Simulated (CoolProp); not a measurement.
A closed Brayton cycle with nitrogen: compressor inlet 331.15 K and 5.4 MPa, high pressure 17.3 MPa, turbine inlet 805 K, compressor efficiency 0.89, turbine efficiency 0.85, recuperator effectiveness 0.8 (on enthalpy, no pinch check). Each further row changes one setting.

Values from CoolProp's reference Helmholtz-energy equation of state, Span 2000.

| case | thermal efficiency (%) | net work (kJ/kg) | compressor to turbine work | compressor exit (K) | turbine exit (K) |
|---|---|---|---|---|---|
| as stated | 21.5 | 52.7 | 0.75 | 479.9 | 620.3 |
| turbine inlet 755 K | 17.7 | 39.4 | 0.80 | 479.9 | 580.1 |
| compressor inlet 341.15 K | (withheld) | 47.7 | 0.77 | (withheld) | 620.3 |
| high pressure 14.7 MPa | 22.9 | 52.6 | (withheld) | 456.1 | (withheld) |
| recuperator effectiveness 0.5 | 18.1 | 52.7 | 0.75 | 479.9 | 620.3 |

### Question
Some entries are withheld; supply them.

### Answer

- compressor inlet 341.15 K, thermal efficiency (%): 19.8
- compressor inlet 341.15 K, compressor exit (K): 494.1
- high pressure 14.7 MPa, compressor to turbine work: 0.72
- high pressure 14.7 MPa, turbine exit (K): 643.1
